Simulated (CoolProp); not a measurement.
A single-stage vapour-compression cycle with the fluid: evaporating at 242.15 K (dew point), condensing at 276.15 K (bubble point), superheat 0 K, subcooling 2 K, compressor efficiency 0.8, no pressure losses. The same conditions are run with several fluids, on thermodynamics alone (safety and materials aside).

The numbers come from the reference Helmholtz-energy equation of state of each fluid (dimethyl ether: Wu 2011; fluoroethane (R161): Wu 2012; R404A: Lemmon 2003; R507A: Lemmon 2003; CH3F (R41): Lemmon 2006; R1233zd(E): Akasaka 2022) in CoolProp. Blends and air are pseudo-pure fits.

```json
[
 {"fluid": "dimethyl ether", "cooling COP": "5.14", "pressure ratio": "___", "discharge temperature (K)": "303.0", "refrigerating effect (kJ/kg)": "399", "volumetric capacity (kJ/m³)": "723"},
 {"fluid": "fluoroethane (R161)", "cooling COP": "5.07", "pressure ratio": "3.55", "discharge temperature (K)": "307.4", "refrigerating effect (kJ/kg)": "352", "volumetric capacity (kJ/m³)": "1190"},
 {"fluid": "R404A", "cooling COP": "4.78", "pressure ratio": "3.45", "discharge temperature (K)": "288.7", "refrigerating effect (kJ/kg)": "147", "volumetric capacity (kJ/m³)": "1490"},
 {"fluid": "R507A", "cooling COP": "4.86", "pressure ratio": "3.36", "discharge temperature (K)": "287.4", "refrigerating effect (kJ/kg)": "144", "volumetric capacity (kJ/m³)": "1560"},
 {"fluid": "CH3F (R41)", "cooling COP": "4.65", "pressure ratio": "2.79", "discharge temperature (K)": "316.9", "refrigerating effect (kJ/kg)": "___", "volumetric capacity (kJ/m³)": "5250"},
 {"fluid": "R1233zd(E)", "cooling COP": "5.17", "pressure ratio": "5.47", "discharge temperature (K)": "___", "refrigerating effect (kJ/kg)": "181", "volumetric capacity (kJ/m³)": "119"}
]
```

### Question
Fill in the missing entries.

### Answer

- dimethyl ether, pressure ratio: 3.86
- CH3F (R41), refrigerating effect (kJ/kg): 332
- R1233zd(E), discharge temperature (K): 292.3
